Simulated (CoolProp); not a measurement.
Vapour-liquid equilibrium of R143a (1) + isobutene (2) at 0.503 MPa; x and y are mole fractions of (1).

The numbers come from the multi-fluid Helmholtz-energy mixture model, Lemmon and Jacobsen 2000 and Lemmon 2005; pair parameters Bell 2016 in CoolProp.

Q: Give the bubble temperature and the first vapour's composition at x = 0.725, 0.8, 0.875. Is there an azeotrope?

A: x = 0.725: 271.3 K, y = 0.874; x = 0.8: 269.9 K, y = 0.903; x = 0.875: 268.6 K, y = 0.936. No azeotrope shows between x = 0.05 and 0.95.

The pair parameters rest on a limited set of measurements; away from them the model extrapolates.
